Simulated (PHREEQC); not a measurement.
A PHREEQC input (ion-association model, wateq4f.dat):

```
SOLUTION 1
  temp 62
  units mg/L
  pH 6.04 charge
  pe 9.1
  Na 3.1
  K 0.248
  Ca 10.8
  Mg 1.68
  Cl 6.84
  S(6) 10.4 as SO4
  Alkalinity 24.3 as HCO3
  O(0) 0.00621
END
USE solution 1
EQUILIBRIUM_PHASES 1
  Gypsum 0 0
  CO2(g) -2 10
END
```

It stops with these messages:

```
ERROR: pH adustment cannot attain charge balance when alkalinity is fixed.
ERROR: Program terminating due to input errors.
```

The fault: pH asked from the charge balance while alkalinity is fixed. The line should read `pH 6.04` where the input has `pH 6.04 charge`. With the mend the run ends at pH 6.67 and ionic strength 0.00122 mol/kgw.
